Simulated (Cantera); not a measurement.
A perfectly stirred reactor is fed with CH4 : N2 = 1 : 190 (molar parts), at 750 Torr; it is held at 1600 K, and followed from long to short residence time.

Detailed kinetics in Cantera: GRI-Mech 3.0 (53 species, 325 reactions). GRI-Mech 3.0 stops at C3 and has no aromatics, soot or wall deposition, so with more carbon than oxygen in the feed, carbon stays in small species such as C2H2 where larger ones or solid carbon would form.

```
quantity                 before     after
---------------------  --------  --------
x(CH4) at τ = 9.40 s   0.000529   0.00241
x(HCN) at τ = 9.40 s    4.02e-6   1.22e-6
x(CH2) at τ = 9.40 s    3.83e-9   1.16e-7
x(H) at τ = 9.40 s      4.40e-6   8.34e-6
x(H2) at τ = 9.40 s     0.00701   0.00407
x(CH4) at τ = 23.0 ms   0.00428   0.00523
x(HCN) at τ = 23.0 ms   3.21e-8    <1e-12
x(CH2) at τ = 23.0 ms   3.52e-8  8.10e-11
x(H) at τ = 23.0 ms     1.24e-6   7.75e-8
x(H2) at τ = 23.0 ms    0.00120   1.04e-6
```

Problem. What was changed between the two runs?
(A) pressure from 750 Torr to 3.30 Torr
(B) CH4 1 to 0.69 parts
(C) N2 190 to 97 parts
(D) CH4 1 to 0.31 parts

Solution. A, pressure from 750 Torr to 3.30 Torr
